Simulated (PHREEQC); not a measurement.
A solution holds 0.058 mol H2SO4 and 0.0027 mol CaCl2 per kg of water, at 25 °C. Closed to the air; pH follows from the charge balance.

Model: ion-association model, phreeqc.dat, run in PHREEQC.

```json
[
 {"quantity": "pH", "before": "1.22", "after": "6.99"},
 {"quantity": "ionic strength (mol/kgw)", "before": "0.0936", "after": "0.00810"}
]
```

### Question
What was changed between the two runs?
A) H2SO4 left out
B) 0.00082 mol/kgw KHF2 added
C) CaCl2 left out
D) 0.01 mol/kgw NH4HS added
E) H2SO4 from 0.058 to 0.0116 mol/kgw

### Answer
A, H2SO4 left out

This is a speciation only: nothing precipitates in the calculation.
